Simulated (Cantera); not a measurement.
Charge: 1 mol SiH4, 0.87 mol N2, held at 13.3 mbar.

Equilibrium computed with Cantera from the NASA thermochemical tables; the gas is ideal and each condensed phase is pure. Candidate condensed phases: Si, Si3N4; 18 gas species. Mutual solubility and eutectic melting of coexisting phases are not modelled. The tables' values for SiN are old estimates; treat these amounts as uncertain. Gases not in the tables: Si2H6 and higher silanes. Kinetics and transport are ignored.

log p: log10 of the partial pressure in bar; n: condensed amount in mol.

```csv
T (K),log p H2,log p N2,log p H,log p Si,log p SiH,n Si(l),n Si3N4(s)
1750,-2.02,-2.42,-4.64,-5.82,-6.71,0.893,0.0355
1775,-2.03,-2.39,(withheld),(withheld),(withheld),0.999,0
1800,-2.03,-2.39,-4.46,-5.50,-6.46,0.999,0
1825,-2.03,-2.39,-4.37,-5.34,-6.33,0.999,0
1850,-2.03,-2.39,(withheld),(withheld),(withheld),0.998,0
1875,-2.03,-2.39,-4.20,-5.04,-6.09,0.998,0
1900,-2.04,-2.40,-4.12,-4.90,-5.98,0.997,0
```

Problem. Some entries are withheld; supply them.

Solution. 
- 1775, log p H: -4.56
- 1775, log p Si: -5.66
- 1775, log p SiH: -6.59
- 1850, log p H: -4.29
- 1850, log p Si: -5.19
- 1850, log p SiH: -6.21
